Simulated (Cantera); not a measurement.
Feed: 1 mol SiCl₄, 6.2 mol H₂, equilibrated at 875 K and 405 Torr.

Cantera equilibrium calculation (NASA polynomials, part measured and part estimated; ideal gas, pure solids and liquids). Candidate condensed phases: Si; 19 gas species. The tables' values for SiCl₃ are old estimates; treat these amounts as uncertain. Equilibrium is a limit: real reactors are often held back by kinetics, nucleation or transport.

**Question.** What is the equilibrium state?

**Answer.** 
* **x(H₂)**: 0.846
* **x(SiCl₄)**: 0.124
* **x(HCl)**: 0.0153
* **x(SiHCl₃)**: 0.0149
* **x(SiH₂Cl₂)**: 0.000165
* **x(SiCl₃)**: 6.10e-5
* **x(SiCl₂)**: 1.74e-6
* **gas amount**: 7.200 mol
* **log10 activity of Si(s) (absent)**: -2.31
